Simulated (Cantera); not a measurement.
A closed system holds: 1 mol V2O3, 350 mol H2, 0.55 mol N2, equilibrated at 1750 K and 13.3 mbar.

These are equilibrium values from Cantera (NASA tables, ideal gas, pure condensed phases), not measurements of a reactor. Candidate condensed phases: H2O, V, VN, VO, V2O3, V2O4, V2O5; 28 gas species. VO: taken at fixed stoichiometry. The numbers say what is thermodynamically allowed, not how fast it happens.

Base state: H2 0.994, H2O 0.00285, H 0.00201, N2 0.00157 (mole fractions); condensed: VO(s).

What changes in the equilibrium state with this change: temperature from 1750 K to 1248.15 K?


| species | before | after |
|---|---|---|
| H2 | 0.994 | 0.998 |
| N2 | 0.00157 | 0.00157 |
| H2O | 0.00285 | 0.000674 |
| H | 0.00201 | 4.05e-6 |
| VO(s), mol | 2.00 | 0.473 |
| V2O3(s), mol | 0 | 0.764 |
Mutual solubility and eutectic melting of coexisting phases are not modelled. Condensed phases not in the tables: the oxides between V2O3 and V2O5 other than VO2.
